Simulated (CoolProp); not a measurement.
The fluid at 269.98 K and 1.45 MPa is compressed adiabatically to 4.67 MPa with isentropic efficiency 0.8. The same conditions are run with several fluids, on thermodynamics alone (safety and materials aside).

Model: reference Helmholtz-energy equation of state of each fluid (hydrogen chloride: Thol 2018; carbon dioxide: Span 1996; methane: Setzmann 1991; carbon monoxide: Lemmon 2006; CF4 (R14): Platzer 1990), in CoolProp. The equations of Platzer and Polt are older, rougher fits.

Rank hydrogen chloride, carbon dioxide, methane, carbon monoxide, CF4 (R14) by work (kJ/kg), highest first.

methane (228), carbon monoxide (139), hydrogen chloride (92.2), carbon dioxide (75.5), CF4 (R14) (37.0)

```
fluid              final temperature (K)    final phase  final density (kg/m³)
-----------------  ---------------------  -------------  ---------------------
hydrogen chloride                  394.7            gas                   58.7
carbon dioxide                     370.1            gas                   75.6
methane                            374.7  supercritical                   24.7
carbon monoxide                    404.4  supercritical                   38.4
CF4 (R14)                          334.4  supercritical                    164
```
